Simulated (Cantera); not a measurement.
Charge: 1 mol HCl, 0.069 mol H2O, held at 3098 K and 23.0 mbar.

Method: chemical equilibrium by Gibbs-energy minimisation in Cantera with the NASA 1993 tables (ideal gas, pure condensed phases). Candidate condensed phases: H2O; 14 gas species. Equilibrium is a limit: real reactors are often held back by kinetics, nucleation or transport.

Base state: Cl 0.427, H 0.356, HCl 0.115, H2 0.0652, O 0.0249, OH 0.00752, H2O 0.00386, O2 0.000578 (mole fractions); condensed: gas only.

Problem. What changes in the equilibrium state with this change: HCl replaced by HF?

Solution. 
```tsv
species	before	after
HF	0	0.719
H	0.356	0.148
F	0	0.0694
Cl	0.427	0
HCl	0.115	0
H2	0.0652	0.0113
O	0.0249	0.0441
Cl2	3.30e-5	0
ClO	1.35e-5	0
H2O	0.00386	0.00118
O2	0.000578	0.00182
```
